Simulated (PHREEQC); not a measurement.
Solution (20 °C): 1.2 mmol/kgw LiF. Closed to the air; pH follows from the charge balance.

Model: ion-association model, phreeqc.dat, run in PHREEQC.

The pH comes out as 7.28 and the ionic strength is 0.00120 mol/kgw.

```json
[
 {"species": "F-", "molality": "0.00120", "activity": "0.00115", "log γ": "-0.017"},
 {"species": "Li+", "molality": "0.00120", "activity": "0.00116", "log γ": "-0.016"},
 {"species": "OH-", "molality": "1.37e-7", "activity": "1.32e-7", "log γ": "-0.017"},
 {"species": "HF", "molality": "8.24e-8", "activity": "8.24e-8", "log γ": "0.000"},
 {"species": "H+", "molality": "5.40e-8", "activity": "5.20e-8", "log γ": "-0.016"}
]
```

No solid was allowed to form. Complexes and solids missing from the database can't appear.
